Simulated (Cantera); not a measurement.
Charge: 1 mol Si₃H₈, 0.03 mol HCl, 250 mol N₂, equilibrated at 875 °C and 10.0 Torr.

These are equilibrium values from Cantera (NASA tables, ideal gas, pure condensed phases), not measurements of a reactor. Candidate condensed phases: NH₄Cl, Si, Si₃N₄; 28 gas species. The feed counts by its element totals alone. N₂ is the only nitrogen source here; it is nearly inert below about 1500 K, so the nitride shown seldom forms there in practice. Rates play no part.

Base state: N₂ 0.984, H₂ 0.0159, HCl 0.000119 (mole fractions); condensed: Si₃N₄(s).

Q: What changes in the equilibrium state with this change: Si₃H₈ replaced by Si₂Cl₆?

A: 
| species | before | after |
|---|---|---|
| N₂ | 0.984 | 0.994 |
| SiCl₄ | <1e-9 | 0.00583 |
| SiCl₃ | <1e-9 | 0.000152 |
| H₂ | 0.0159 | 3.87e-8 |
| SiCl₂ | <1e-9 | 4.38e-5 |
| HCl | 0.000119 | 0.000119 |
| Si₃N₄(s), mol | 1.00 | 0.162 |
The tables' values for SiCl₃ are old estimates; treat these amounts as uncertain.
